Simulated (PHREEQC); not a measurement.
A made-up water analysis in mg/L, 20 °C, pH 3.13, pe 11.7: Na 337; K 433; Ca 166; Mg 28.9; Cl 178; S(6) as SO4 1600; Cd 2.82; Cu(2) 39.9; N(5) as NO3 9.73; B 0.0763; P as PO4 4.75.

Valence states are taken as typed.

Model: ion-association model, wateq4f.dat, run in PHREEQC.

No solid was allowed to form.

Q: Predict the ionic strength, charge-balance error.

A: ionic strength 0.0503 mol/kgw; charge-balance error 0.8 %.

Q: In which forms is Na present?

A: Na+ 97 %, NaSO4- 2.9 % of the Na.

Species that the database lacks are ignored. H3PO4, which wateq4f.dat lacks, is added to it with the constant of phreeqc.dat. The database has no phosphate complexes of Cu, Cd.
